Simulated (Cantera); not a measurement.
A closed system holds: 1 mol Si3N4, 0.0019 mol H2O, 70 mol H2, 2.1 mol N2O, equilibrated at 2200 K and 0.100 bar.

Equilibrium computed with Cantera from the NASA thermochemical tables; the gas is ideal and each condensed phase is pure. Candidate condensed phases: H2O, Si, SiO2, Si2N2O, Si3N4; 35 gas species. The tables' values for SiN are old estimates; treat these amounts as uncertain. Gases not in the tables: Si2H6 and higher silanes. Rates play no part.

Base state: H2 0.898, N2 0.0531, SiO 0.0272, H 0.0169, Si 0.00369, SiH 0.000489, SiH2 0.000268, Si2 5.90e-5 (mole fractions); condensed: Si(l).

**Question.** What changes in the equilibrium state with this change: N2O from 2.1 to 0.051 mol?

**Answer.** 
```json
[
 {"species": "H2", "before": "0.898", "after": "0.949"},
 {"species": "N2", "before": "0.0531", "after": "0.0280"},
 {"species": "H", "before": "0.0169", "after": "0.0174"},
 {"species": "SiO", "before": "0.0272", "after": "0.000724"},
 {"species": "Si", "before": "0.00369", "after": "0.00369"},
 {"species": "SiN", "before": "4.54e-5", "after": "3.30e-5"},
 {"species": "Si2N", "before": "5.01e-5", "after": "3.64e-5"},
 {"species": "SiH2", "before": "0.000268", "after": "0.000283"},
 {"species": "SiH", "before": "0.000489", "after": "0.000503"},
 {"species": "Si2", "before": "5.90e-5", "after": "5.90e-5"},
 {"species": "Si(l), mol", "before": "0.532", "after": "2.60"}
]
```

**Question.** What changes in the equilibrium state with this change: temperature from 2200 K to 1925 K?

**Answer.** 
```tsv
species	before	after
H2	0.898	0.916
N2	0.0531	0.0537
SiO	0.0272	0.0275
H	0.0169	0.00289
Si	0.00369	0.000174
Si2	5.90e-5	1.49e-6
Si3	1.15e-5	3.33e-7
SiH	0.000489	4.29e-5
Si(l), mol	0.532	0.875
```

**Question.** What changes in the equilibrium state with this change: N2O from 2.1 to 0.018 mol?

**Answer.** 
```
species       before     after
----------  --------  --------
H2             0.898     0.950
N2            0.0531    0.0276
H             0.0169    0.0174
SiO           0.0272  0.000273
Si           0.00369   0.00369
SiN          4.54e-5   3.27e-5
Si2N         5.01e-5   3.61e-5
SiH2        0.000268  0.000283
SiH         0.000489  0.000503
Si(l), mol     0.532      2.63
```
